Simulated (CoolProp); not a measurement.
Vapour-liquid equilibrium of R143a (1) + R134a (2) at 5.25 bar; x and y are mole fractions of (1).

The numbers come from the multi-fluid Helmholtz-energy mixture model, Lemmon and Jacobsen 2000 and Tillner-Roth 1994; pair parameters Lemmon 2004 in CoolProp.

```json
[
 {"x": "0.05", "bubble temperature, mixture model (°C)": "15.9", "bubble temperature, Raoult's law (°C)": "15.8", "y, mixture model": "0.086", "y, Raoult's law": "0.094"},
 {"x": "0.125", "bubble temperature, mixture model (°C)": "13.8", "bubble temperature, Raoult's law (°C)": "13.6", "y, mixture model": "0.204", "y, Raoult's law": "0.221"},
 {"x": "0.2", "bubble temperature, mixture model (°C)": "11.8", "bubble temperature, Raoult's law (°C)": "11.6", "y, mixture model": "0.311", "y, Raoult's law": "0.334"},
 {"x": "0.275", "bubble temperature, mixture model (°C)": "9.9", "bubble temperature, Raoult's law (°C)": "9.7", "y, mixture model": "0.408", "y, Raoult's law": "0.434"},
 {"x": "0.35", "bubble temperature, mixture model (°C)": "8.1", "bubble temperature, Raoult's law (°C)": "7.8", "y, mixture model": "0.496", "y, Raoult's law": "0.523"},
 {"x": "0.425", "bubble temperature, mixture model (°C)": "6.3", "bubble temperature, Raoult's law (°C)": "6.0", "y, mixture model": "0.576", "y, Raoult's law": "0.603"},
 {"x": "0.5", "bubble temperature, mixture model (°C)": "4.6", "bubble temperature, Raoult's law (°C)": "4.4", "y, mixture model": "0.649", "y, Raoult's law": "0.674"},
 {"x": "0.575", "bubble temperature, mixture model (°C)": "3.0", "bubble temperature, Raoult's law (°C)": "2.7", "y, mixture model": "0.716", "y, Raoult's law": "0.739"},
 {"x": "0.65", "bubble temperature, mixture model (°C)": "1.4", "bubble temperature, Raoult's law (°C)": "1.2", "y, mixture model": "0.777", "y, Raoult's law": "0.796"},
 {"x": "0.725", "bubble temperature, mixture model (°C)": "-0.1", "bubble temperature, Raoult's law (°C)": "-0.3", "y, mixture model": "0.832", "y, Raoult's law": "0.848"},
 {"x": "0.8", "bubble temperature, mixture model (°C)": "-1.6", "bubble temperature, Raoult's law (°C)": "-1.7", "y, mixture model": "0.883", "y, Raoult's law": "0.895"},
 {"x": "0.875", "bubble temperature, mixture model (°C)": "-3.0", "bubble temperature, Raoult's law (°C)": "-3.1", "y, mixture model": "0.930", "y, Raoult's law": "0.938"},
 {"x": "0.95", "bubble temperature, mixture model (°C)": "-4.3", "bubble temperature, Raoult's law (°C)": "-4.4", "y, mixture model": "0.973", "y, Raoult's law": "0.976"}
]
```

The largest gap from Raoult's law is +0.3 K in bubble temperature, at x = 0.425. No azeotrope shows between x = 0.05 and 0.95.

The pair parameters rest on a limited set of measurements; away from them the model extrapolates.
